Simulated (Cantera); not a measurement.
Cantera with NASA thermochemical tables; ideal gases at 1 bar, condensed phases pure. Values are per mole of reaction as written; species without (g) are pure solids or liquids, kept so even where they would boil at 1 bar.

Fe2O3 + 2 Fe2Cl6(g) ⇌ 6 FeCl2 + O3(g)

```
T (K)  ΔH° (kJ)  ΔS° (J/K)  ΔG° (kJ)  log10 K
-----  --------  ---------  --------  -------
600       238.8     -182.2     348.2   -30.31
650           ?          ?         ?        ?
700       243.5     -175.0     366.0   -27.31
750           ?          ?         ?        ?
800       247.9     -169.1     383.2   -25.02
850       250.0     -166.6     391.6   -24.06
900       252.2     -164.1     399.9   -23.21
```

### Question
Fill in the missing entries.

### Answer

- 650, ΔH° (kJ): 241.2
- 650, ΔS° (J/K): -178.4
- 650, ΔG° (kJ): 357.2
- 650, log10 K: -28.70
- 750, ΔH° (kJ): 245.7
- 750, ΔS° (J/K): -171.9
- 750, ΔG° (kJ): 374.7
- 750, log10 K: -26.09
